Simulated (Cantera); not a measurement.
An isothermal, constant-pressure homogeneous reactor starts with 1.30 % H2, 44.9 % O2, 53.8 % N2, at 1425 K and 0.0267 bar.

Cantera simulation using the H2/O2 subset of GRI-Mech 3.0, which has no nitrogen chemistry; the numbers are that mechanism's predictions, not measurements. Radical loss at walls, strong at low pressure, is not modelled.

x: mole fraction; the columns are a selection and need not sum to one.

```json
[
 {"t (s)": "0.00100", "x H2": "0.0129", "x O2": "0.449", "x H2O2": "1.22e-9", "x H": "1.65e-5", "x HO2": "4.68e-7", "x OH": "6.04e-5", "x O": "7.14e-5"},
 {"t (s)": "0.00215", "x H2": "?", "x O2": "0.438", "x H2O2": "?", "x H": "?", "x HO2": "?", "x OH": "?", "x O": "?"},
 {"t (s)": "0.00464", "x H2": "0.000131", "x O2": "0.437", "x H2O2": "2.16e-8", "x H": "0.000866", "x HO2": "8.67e-7", "x OH": "0.00170", "x O": "0.0103"},
 {"t (s)": "0.0100", "x H2": "0.000124", "x O2": "0.437", "x H2O2": "2.13e-8", "x H": "0.000797", "x HO2": "8.47e-7", "x OH": "0.00166", "x O": "0.00969"},
 {"t (s)": "0.0215", "x H2": "0.000111", "x O2": "0.438", "x H2O2": "2.05e-8", "x H": "0.000670", "x HO2": "8.07e-7", "x OH": "0.00157", "x O": "0.00862"},
 {"t (s)": "0.0464", "x H2": "8.91e-5", "x O2": "0.440", "x H2O2": "1.91e-8", "x H": "0.000474", "x HO2": "7.29e-7", "x OH": "0.00141", "x O": "0.00681"},
 {"t (s)": "0.100", "x H2": "5.87e-5", "x O2": "0.441", "x H2O2": "1.62e-8", "x H": "0.000248", "x HO2": "5.92e-7", "x OH": "0.00115", "x O": "0.00440"},
 {"t (s)": "0.215", "x H2": "2.91e-5", "x O2": "0.443", "x H2O2": "1.18e-8", "x H": "8.48e-5", "x HO2": "4.02e-7", "x OH": "0.000810", "x O": "0.00214"},
 {"t (s)": "0.464", "x H2": "1.08e-5", "x O2": "0.444", "x H2O2": "6.92e-9", "x H": "1.88e-5", "x HO2": "2.14e-7", "x OH": "0.000494", "x O": "0.000782"},
 {"t (s)": "1.00", "x H2": "3.29e-6", "x O2": "0.445", "x H2O2": "3.27e-9", "x H": "3.15e-6", "x HO2": "9.26e-8", "x OH": "0.000273", "x O": "0.000237"}
]
```

### Question
Some entries are withheld; supply them.

### Answer

- 0.00215, x H2: 0.000861
- 0.00215, x H2O2: 3.88e-8
- 0.00215, x H: 0.00120
- 0.00215, x HO2: 1.10e-6
- 0.00215, x OH: 0.00254
- 0.00215, x O: 0.00896
